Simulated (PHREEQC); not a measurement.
## Silver or lead bath: an equilibrium model

A solution holds 180 mmol/kgw Pb(NO3)2, 0.32 mmol/kgw HF and 1.1 mmol/kgw Na2SO4, at 25 °C. Closed to the air; pH follows from the charge balance.

All values are PHREEQC results (ion-association model, wateq4f.dat), not measurements.

Precipitation was switched off in this run.

Q: Predict the pH, ionic strength, activity of water.

A: pH 3.63; ionic strength 0.361 mol/kgw; activity of water 0.992.

Q: In which forms is Pb present?

A: PbNO3+ 50 %, Pb+2 50 % of the Pb.

Saturation is exceeded, for instance for Anglesite, Larnakite; the values hold only as long as no solid forms. Complexes and solids missing from the database can't appear.
